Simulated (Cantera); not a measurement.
A perfectly stirred reactor is fed with 4.54 % CH4, 0.222 % C2H6, 4.27 % C3H8, 18.3 % O2, 69.0 % N2, 3.68 % H2O, equivalence ratio 1.7, at 95000 Pa; it is adiabatic with a 373 K inlet, and is followed from long to short residence time, starting on the burning branch (τ in s: 0.15, 0.063, 0.026, 0.011, 0.0046, 0.0019, 0.0008, 0.00033, 0.00014, 5.8e-05, 2.4e-05).

Model: GRI-Mech 3.0 (53 species, 325 reactions), integrated in Cantera. GRI-Mech 3.0 was tuned for natural gas; its chemistry of propane as a main component is partial and can be far from experiment.

Question: Predict: blow-out, bracketed by the residence times tried; x(CH4) at τ = 0.150 s; x(C2H6) at τ = 0.150 s; x(C3H8) at τ = 0.150 s; x(HCO) at τ = 0.150 s; x(H2O) at τ = 0.150 s; x(CH4) at τ = 1.90 ms; x(C2H6) at τ = 1.90 ms; x(C3H8) at τ = 1.90 ms; x(HCO) at τ = 1.90 ms; x(H2O) at τ = 1.90 ms.

Answer: 
```
Property                                                                       Result
------------------------------------------------  -----------------------------------
blow-out, bracketed by the residence times tried  burning at 1.90 ms, out at 0.800 ms
x(CH4) at τ = 0.150 s                                                         0.00330
x(C2H6) at τ = 0.150 s                                                        2.60e-6
x(C3H8) at τ = 0.150 s                                                        1.32e-6
x(HCO) at τ = 0.150 s                                                         4.19e-8
x(H2O) at τ = 0.150 s                                                           0.163
x(CH4) at τ = 1.90 ms                                                         0.00686
x(C2H6) at τ = 1.90 ms                                                       0.000108
x(C3H8) at τ = 1.90 ms                                                        8.46e-5
x(HCO) at τ = 1.90 ms                                                         1.71e-6
x(H2O) at τ = 1.90 ms                                                           0.171
```
